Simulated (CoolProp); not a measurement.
Vapour pressure (MPa) of the fluoroketone C6F12O (FK-5-1-12): the reference equation beside estimates from Tc = 168.7 °C, pc = 1.869 MPa, ω = 0.471. Clausius-Clapeyron is anchored at -25.95 °C with a constant enthalpy of vaporisation of 34.28 kJ/mol.

Model: reference Helmholtz-energy equation of state, McLinden 2015, in CoolProp.

```csv
T (°C),reference,Clausius-Clapeyron,van der Waals,Redlich-Kwong,Soave-Redlich-Kwong
-59.35,0.0001734,0.0001955,0.04148,0.002651,0.0001905
-53.85,0.0002922,0.0003171,0.04943,0.003813,0.0003155
-48.25,0.0004808,0.0005064,0.05858,0.005393,0.0005118
-42.65,0.0007676,0.0007905,0.06889,0.007467,0.0008070
-37.15,0.001183,0.001199,0.08020,0.01009,0.001231
-31.55,0.001790,0.001798,0.09300,0.01346,0.001847
-25.95,0.002646,0.002646,0.1072,0.01766,0.002710
-20.45,0.003803,0.003804,0.1225,0.02273,0.003872
-14.85,0.005390,0.005419,0.1396,0.02899,0.005462
-9.25,0.007500,0.007603,0.1582,0.03650,0.007569
-3.75,0.01020,0.01046,0.1781,0.04525,0.01026
1.85,0.01372,0.01428,0.2000,0.05570,0.01378
7.35,0.01811,0.01917,0.2233,0.06765,0.01814
12.95,0.02368,0.02555,0.2488,0.08168,0.02369
18.55,0.03056,0.03370,0.2761,0.09777,0.03056
```

Absolute difference from the reference over all 15 rows, mean and median: Clausius-Clapeyron 4.3 and 3.0 %, van der Waals 6055.6 and 3121.1 %, Redlich-Kwong 614.0 and 497.7 %, Soave-Redlich-Kwong 3.0 and 1.8 %.
